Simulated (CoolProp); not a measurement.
Vapour pressure (MPa) of CH3F (R41): the reference equation beside estimates from Tc = 44.1 °C, pc = 5.906 MPa, ω = 0.200. Clausius-Clapeyron is anchored at -68.05 °C with a constant enthalpy of vaporisation of 16.09 kJ/mol.

Computed with CoolProp (reference Helmholtz-energy equation of state, Lemmon 2006). It is a short technical equation, of lower accuracy than the large ones.

```
T (°C)  reference  Clausius-Clapeyron  van der Waals  Redlich-Kwong  Soave-Redlich-Kwong  Peng-Robinson
------  ---------  ------------------  -------------  -------------  -------------------  -------------
-76.55     0.1118              0.1152         0.6164         0.1683               0.1081         0.1097
-73.65     0.1304              0.1329         0.6689         0.1946               0.1266         0.1282
-70.85     0.1506              0.1520         0.7224         0.2228               0.1469         0.1483
-68.05     0.1732              0.1732         0.7787         0.2539               0.1696         0.1709
-65.25     0.1983              0.1967         0.8379         0.2882               0.1950         0.1960
-62.45     0.2262              0.2226         0.9000         0.3257               0.2232         0.2240
-59.65     0.2571              0.2511         0.9650         0.3668               0.2545         0.2549
-56.85     0.2911              0.2824          1.033         0.4115               0.2891         0.2891
-54.05     0.3284              0.3166          1.104         0.4600               0.3272         0.3267
-51.15     0.3709              0.3553          1.181         0.5146               0.3706         0.3695
-48.35     0.4157              0.3961          1.259         0.5715               0.4166         0.4148
-45.55     0.4646              0.4403          1.340         0.6328               0.4668         0.4642
-42.75     0.5178              0.4883          1.424         0.6987               0.5214         0.5180
-39.95     0.5754              0.5401          1.512         0.7694               0.5808         0.5764
-37.15     0.6378              0.5960          1.603         0.8449               0.6451         0.6397
```

Absolute difference from the reference over all 15 rows, mean and median: Clausius-Clapeyron 3.3 and 3.0 %, van der Waals 271.9 and 254.9 %, Redlich-Kwong 41.4 and 41.4 %, Soave-Redlich-Kwong 1.3 and 1.0 %, Peng-Robinson 0.8 and 0.7 %.
